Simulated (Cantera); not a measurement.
Gas activation for diamond growth

An isothermal, constant-pressure homogeneous reactor starts with CH4 : H2 : H = 0.012 : 1 : 0.06 (molar parts), at 1975 K and 0.132 atm.

Computed with Cantera and GRI-Mech 3.0 (53 species, 325 reactions). GRI-Mech 3.0 stops at C3 and has no aromatics, soot or wall deposition, so with more carbon than oxygen in the feed, carbon stays in small species such as C2H2 where larger ones or solid carbon would form.

| t (s) | x CH4 | x H2 | x H | x CH3 | x C2H2 | x CH2 |
|---|---|---|---|---|---|---|
| 6.00e-6 | 0.00545 | 0.940 | 0.0488 | 0.00515 | 0.000107 | 0.000114 |
| 3.81e-5 | 0.00432 | 0.949 | 0.0418 | 0.00357 | 0.00147 | 0.000103 |
| 0.000242 | 0.00250 | 0.964 | 0.0281 | 0.00140 | 0.00362 | 3.96e-5 |
| 0.00153 | 0.00151 | 0.979 | 0.0144 | 0.000432 | 0.00468 | 7.45e-6 |
| 0.00972 | 0.00118 | 0.988 | 0.00542 | 0.000128 | 0.00502 | 8.74e-7 |
| 0.0617 | 0.000837 | 0.990 | 0.00374 | 6.24e-5 | 0.00523 | 2.98e-7 |
| 0.391 | 0.000327 | 0.990 | 0.00375 | 2.45e-5 | 0.00550 | 1.18e-7 |
| 2.48 | 0.000175 | 0.990 | 0.00376 | 1.31e-5 | 0.00558 | 6.34e-8 |
| 15.8 | 0.000174 | 0.990 | 0.00376 | 1.30e-5 | 0.00558 | 6.31e-8 |
| 100 | 0.000174 | 0.990 | 0.00376 | 1.30e-5 | 0.00558 | 6.31e-8 |
x: mole fraction; the columns are a selection and need not sum to one.

Equilibrium at this temperature and pressure: CH4 0.000174, H2 0.990, H 0.00376, CH3 1.30e-5, C2H2 0.00558, CH2 6.31e-8 (gas phase only).
